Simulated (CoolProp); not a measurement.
Saturation properties of CHF3 (R23) (Tc = 26.1 °C, pc = 4.832 MPa, ω = 0.263).

Computed with CoolProp (reference Helmholtz-energy equation of state, Penoncello 2003).

```
T (°C)    p (MPa)  liquid density (kg/m³)  vapour viscosity (µPa s)  liquid conductivity (mW/(m K))
-------  --------  ----------------------  ------------------------  ------------------------------
-127.95  0.002590                    1611                      6.91                             194
-119.05  0.006445                    1580                      7.42                             179
-110.25   0.01417                    1549                      7.91                             166
-101.45   0.02838                    1518                      8.40                             155
-92.55    0.05288                    1485                      8.89                             145
-83.75    0.09157                    1452                      9.38                             137
-74.85     0.1507                    1418                      9.86                             129
-66.05     0.2352                    1383                      10.3                             122
-57.15     0.3540                    1346                      10.8                             116
-48.35     0.5120                    1308                      11.3                             110
-39.45     0.7211                    1267                      11.8                             104
-30.65     0.9853                    1224                      12.4                            98.4
-21.85      1.316                    1177                      13.0                            93.0
```

It boils at -82.0 °C under 1 atm.

Viscosity comes from a separate model (Shan 2000). Thermal conductivity comes from a separate model (Shan 2000).
